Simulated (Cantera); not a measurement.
Input: 1 mol V2O3, 75 mol H2, 0.41 mol H2O, held at 2198.15 K and 0.00133 bar.

Method: chemical equilibrium by Gibbs-energy minimisation in Cantera with the NASA 1993 tables (ideal gas, pure condensed phases). Candidate condensed phases: H2O, V, VO, V2O3, V2O4, V2O5; 12 gas species. Equilibrium is a limit: real reactors are often held back by kinetics, nucleation or transport.

Base state: H2 0.830, H 0.139, VO2 0.0115, VO 0.0112, H2O 0.00653, V 0.00127, OH 0.000152, O 1.78e-5 (mole fractions); condensed: gas only.

Question: What changes in the equilibrium state with this change: V2O3 replaced by FeS2?

Answer: 
```tsv
species	before	after
H2	0.830	0.823
H	0.139	0.139
S	0	0.0137
Fe	0	0.0119
VO2	0.0115	0
VO	0.0112	0
SH	0	0.00466
S2	0	0.00232
V	0.00127	0
H2S	0	0.000524
SO	0	0.000368
```
Further candidate phases: Fe, FeO, Fe(OH)2, Fe(OH)3, FeS, FeSO4, FeS2, Fe2O3, Fe2(SO4)3, Fe3O4, H2SO4, S.
